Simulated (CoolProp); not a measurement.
The fluid at 293.15 K and 0.269 MPa is throttled through a valve to 0.0252 MPa with no heat exchange. The same conditions are run with several fluids, on thermodynamics alone (safety and materials aside).

Values from CoolProp's reference Helmholtz-energy equation of state of each fluid (n-perfluorohexane: Gao 2022; decamethyltetrasiloxane (MD2M): Thol 2017; methanol: de Reuck 1993; R141b: Lemmon 2006; n-decane: Lemmon 2006).

```csv
fluid,temperature change (K),final phase,final density (kg/m³)
n-perfluorohexane,+0.1,liquid,1690
decamethyltetrasiloxane (MD2M),+0.1,liquid,854
methanol,+0.1,liquid,791
R141b,-22.4,"two-phase, vapour fraction 0.107",12.3
n-decane,+0.1,liquid,730
```
